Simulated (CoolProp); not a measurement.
The numbers come from the reference Helmholtz-energy equation of state, McLinden 2020 in CoolProp.

Problem. For R1336mzz(Z), give the phase and the Z, cp (kJ/(kg K)), Joule-Thomson coefficient (K/MPa) at 298.3 K and 0.101 MPa; 332.6 K and 0.101 MPa; 366.9 K and 0.101 MPa.

Solution. 
- 298.3 K and 0.101 MPa: liquid; Z 0.00490, cp 1.22, Joule-Thomson coefficient -0.257
- 332.6 K and 0.101 MPa: gas; Z 0.963, cp 0.931, Joule-Thomson coefficient 26.7
- 366.9 K and 0.101 MPa: gas; Z 0.974, cp 0.977, Joule-Thomson coefficient 18.3
